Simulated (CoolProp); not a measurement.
The numbers come from the reference Helmholtz-energy equation of state, Lemmon 2005 in CoolProp. It is a short technical equation, of lower accuracy than the large ones.

For isobutene, give the phase and the cv (kJ/(kg K)) at 417.5 K and 47.4 kPa; 310.2 K and 1910 kPa; 472.3 K and 10400 kPa.


- 417.5 K and 47.4 kPa: gas; cv 1.90
- 310.2 K and 1910 kPa: liquid; cv 1.68
- 472.3 K and 10400 kPa: supercritical; cv 2.24
